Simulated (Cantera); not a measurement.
Charge: 1 mol Si2H6, 0.7 mol O3, 3.7 mol N2, 0.64 mol NO, equilibrated at 0.000280 bar.

Method: chemical equilibrium by Gibbs-energy minimisation in Cantera with the NASA 1993 tables (ideal gas, pure condensed phases). Candidate condensed phases: H2O, Si, SiO2, Si2N2O, Si3N4; 35 gas species. The feed counts by its element totals alone. Mutual solubility and eutectic melting of coexisting phases are not modelled. The numbers say what is thermodynamically allowed, not how fast it happens. All values below are at 1100 K.

Base state: N2 0.545, H2 0.455 (mole fractions); condensed: SiO2(β-quartz) + Si2N2O(s).

Problem. What changes in the equilibrium state with this change: Si2H6 replaced by TEOS?

Solution. 
```tsv
species	before	after
H2	0.455	0.506
CO	0	0.316
N2	0.545	0.178
SiO2(β-quartz), mol	1.16	0
Si2N2O(s), mol	0.420	0.500
C(graphite), mol	0	1.76
```
Further candidate phases: C, C6H6, C7H8, C8H18, SiC.
